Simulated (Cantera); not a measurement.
## Hydrocarbon pyrolysis for carbon deposition

An isothermal, constant-pressure homogeneous reactor starts with CH4 : H2 = 1 : 3.1 (molar parts), at 1500 K and 100000 Pa.

Computed with Cantera and GRI-Mech 3.0 (53 species, 325 reactions). GRI-Mech 3.0 stops at C3 and has no aromatics, soot or wall deposition, so with more carbon than oxygen in the feed, carbon stays in small species such as C2H2 where larger ones or solid carbon would form.

| t (s) | x CH4 | x H2 | x C2H2 | x CH2 | x C2H4 | x C2H |
|---|---|---|---|---|---|---|
| 0.000600 | 0.244 | 0.756 | 5.06e-8 | 6.34e-10 | 5.78e-6 | <1e-12 |
| 0.00133 | 0.244 | 0.756 | 7.86e-7 | 7.96e-10 | 3.18e-5 | <1e-12 |
| 0.00293 | 0.243 | 0.756 | 8.20e-6 | 9.02e-10 | 0.000122 | <1e-12 |
| 0.00648 | 0.243 | 0.757 | 5.79e-5 | 9.26e-10 | 0.000327 | 1.67e-12 |
| 0.0143 | 0.241 | 0.757 | 0.000292 | 9.28e-10 | 0.000656 | 8.43e-12 |
| 0.0317 | 0.239 | 0.759 | 0.00111 | 9.27e-10 | 0.00106 | 3.21e-11 |
| 0.0701 | 0.232 | 0.763 | 0.00320 | 9.18e-10 | 0.00154 | 9.36e-11 |
| 0.155 | 0.220 | 0.770 | 0.00753 | 8.99e-10 | 0.00238 | 2.24e-10 |
| 0.343 | 0.197 | 0.784 | 0.0153 | 8.67e-10 | 0.00393 | 4.71e-10 |
| 0.757 | 0.164 | 0.803 | 0.0263 | 8.29e-10 | 0.00625 | 8.65e-10 |
| 1.67 | 0.135 | 0.820 | 0.0360 | 8.06e-10 | 0.00839 | 1.28e-9 |
| 3.70 | 0.126 | 0.826 | 0.0390 | 8.02e-10 | 0.00909 | 1.43e-9 |
| 8.18 | 0.126 | 0.826 | 0.0392 | 8.02e-10 | 0.00912 | 1.44e-9 |
| 18.1 | 0.126 | 0.826 | 0.0392 | 8.02e-10 | 0.00912 | 1.44e-9 |
| 40.0 | 0.126 | 0.826 | 0.0392 | 8.02e-10 | 0.00912 | 1.44e-9 |
x: mole fraction; the columns are a selection and need not sum to one.

Equilibrium at this temperature and pressure: CH4 0.126, H2 0.826, C2H2 0.0392, CH2 8.02e-10, C2H4 0.00912, C2H 1.44e-9 (gas phase only).
